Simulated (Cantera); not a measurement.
**C2H2 + CO2 + N2 (carbon deposition, reforming and gasification)**

A closed system holds: 1 mol C2H2, 0.83 mol CO2, 12 mol N2, held at 69.0 bar.

These are equilibrium values from Cantera (NASA tables, ideal gas, pure condensed phases), not measurements of a reactor. Candidate condensed phases: C, C6H6, C7H8, C8H18, H2O; 169 gas species. Ions and electrons are included (thermal ionisation). The ideal-gas law is rough above about 30 bar. The numbers say what is thermodynamically allowed, not how fast it happens.

| T (K) | log p N2 | log p CO | log p H | log p H2 | log p HCN | log p CN | log p HNC | n C(graphite) |
|---|---|---|---|---|---|---|---|---|
| 2500 | 1.75 | 0.89 | -1.30 | 0.61 | 0.03 | -3.11 | -0.90 | 0.896 |
| 3000 | 1.74 | 0.89 | -0.57 | 0.46 | 0.40 | -1.62 | -0.32 | 0.424 |
| 3500 | 1.73 | 0.89 | -0.09 | 0.28 | 0.52 | -0.66 | -0.06 | 0 |
| 4000 | 1.72 | 0.88 | 0.31 | 0.21 | 0.43 | -0.15 | -0.04 | 0 |
| 4500 | 1.71 | 0.87 | 0.58 | 0.08 | 0.25 | 0.17 | -0.13 | 0 |
| 5000 | 1.70 | 0.86 | 0.75 | -0.12 | -0.02 | 0.36 | -0.34 | 0 |
log p: log10 of the partial pressure in bar; n: condensed amount in mol.

From 2500 K to 3000 K the condensed part is C(graphite). From 3500 K to 5000 K nothing is condensed. The main C-bearing gas is CO throughout.
